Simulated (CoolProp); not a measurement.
Properties of carbonyl sulfide at several states (Tc = 105.6 °C, pc = 6369 kPa, ω = 0.098).

Model: reference Helmholtz-energy equation of state, Lemmon 2006, in CoolProp. It is a short technical equation, of lower accuracy than the large ones.

| T (°C) | p (kPa) | phase | density (kg/m³) | Joule-Thomson coefficient (K/MPa) |
|---|---|---|---|---|
| 195.15 | 21.3 | gas | 0.3288 | 7.107 |
| 146.95 | 3170 | gas | 62.76 | 9.647 |
| -0.85 | 6490 | liquid | 1076 | -0.2982 |
| -54.25 | 1330 | liquid | 1185 | -0.4388 |
